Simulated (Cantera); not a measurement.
Input (Python, Cantera) and output of one run.

```python
import numpy as np
import cantera as ct

gas_names = """
    AL ALCL ALCL2 ALCL3 ALH AL2 AL2CL6 CL CL2 H HCL H2
""".split()
cond_names = """
    AL(cr) AL(L) ALCL3(s) ALCL3(L)
""".split()


def load(file, names, dense=False):
    # The tables refer to 1 bar. Condensed volumes are neglected.
    table = {s.name: s for s in ct.Species.list_from_file(file)}
    out = []
    for n in names:
        d = dict(table[n].input_data)
        d["thermo"] = dict(d["thermo"], **{"reference-pressure": 1e5})
        if dense:
            d["equation-of-state"] = {"model": "constant-volume", "density": "1e6 g/cm^3"}
        out.append(ct.Species.from_dict(d))
    return out


gas = ct.Solution(thermo="ideal-gas", species=load("nasa_gas.yaml", gas_names))
cond = {s.name: ct.Solution(thermo="fixed-stoichiometry", species=[s], name=s.name)
        for s in load("nasa_condensed.yaml", cond_names, dense=True)}
atoms = {
    'Al': {'AL': 1},
    'HCl': {'H': 1, 'CL': 1},
}
top_T = {}  # K; cautious upper limits of use, not melting points


def equilibrate(T, P, feed):
    n = {}
    for name, mol in feed.items():
        for a, k in atoms[name].items():
            n[a] = n.get(a, 0.0) + k * mol
    gas.TPX = T, P, n
    mass = sum(n.values()) * gas.mean_molecular_weight
    gas.equilibrate("TP")
    valid = [c for c in cond.values() if c.min_temp <= T <= top_T.get(c.name, c.max_temp)]
    mix = ct.Mixture([(gas, mass / gas.mean_molecular_weight)] + [(c, 0.0) for c in valid])
    mix.T, mix.P = T, P
    mix.equilibrate("TP", solver="vcs", rtol=1e-11, max_steps=5000)
    return mix


results = []
feed = {'Al': 1, 'HCl': 20}  # mol
T = 1148.15  # K
P = 63  # Pa
mix = equilibrate(T, P, feed)
results.append((T, P, feed, dict(zip(mix.species_names, mix.species_moles))))
x = sorted(zip(gas.X, gas.species_names), reverse=True)
print(f"T = {T:g} K  P = {P:g} Pa  gas = {mix.phase_moles(0):.4g} mol")
print("   x: " + "  ".join(f"{s} {v:.3e}" for v, s in x if v > 0.001))
print("   condensed (mol): " + ("  ".join(f"{mix.phase(i).name} {mix.phase_moles(i):.4g}"
      for i in range(1, mix.n_phases) if mix.phase_moles(i) > 1e-12) or "none"))
```

Output:

```
T = 1148.15 K  P = 63 Pa  gas = 19.5 mol
   x: HCL 8.718e-01  H2 7.692e-02  ALCL3 5.127e-02
   condensed (mol): none
```

Equilibrium computed with Cantera from the NASA thermochemical tables; the gas is ideal and each condensed phase is pure.
